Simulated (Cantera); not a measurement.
# CH4 + H2 + N2 (carbon deposition, reforming and gasification)

Feed: 1 mol CH4, 24 mol H2, 19 mol N2, equilibrated at 56.0 Pa.

Cantera equilibrium calculation (NASA polynomials, part measured and part estimated; ideal gas, pure solids and liquids). Candidate condensed phases: C, C6H6, C7H8, C8H18; 92 gas species. Equilibrium is a limit: real reactors are often held back by kinetics, nucleation or transport.

```tsv
T (°C)	x H2	x N2	x H	x HCN	x C2H2 (acetylene)	x HNC	n C(graphite)
1125	0.578	0.422	0.000152	0.000241	1.42e-6	2.85e-6	0.989
1275	0.577	0.422	0.000988	0.000724	9.05e-6	1.42e-5	0.966
1425	0.573	0.420	0.00463	0.00178	4.13e-5	5.29e-5	0.914
1575	0.562	0.417	0.0168	0.00373	0.000145	0.000157	0.810
1725	0.535	0.408	0.0496	0.00683	0.000405	0.000387	0.629
1875	0.475	0.391	0.121	0.0109	0.000910	0.000797	0.346
2025	0.373	0.362	0.247	0.0145	0.00150	0.00132	0
```
x: gas mole fraction; n: condensed amount in mol.

From 1125 °C to 1875 °C the condensed part is C(graphite). At 2025 °C nothing is condensed. The main C-bearing gas is HCN throughout. The share of C in condensed phases is highest at 1125 °C (98.9 %) and lowest at 2025 °C (0.0 %).
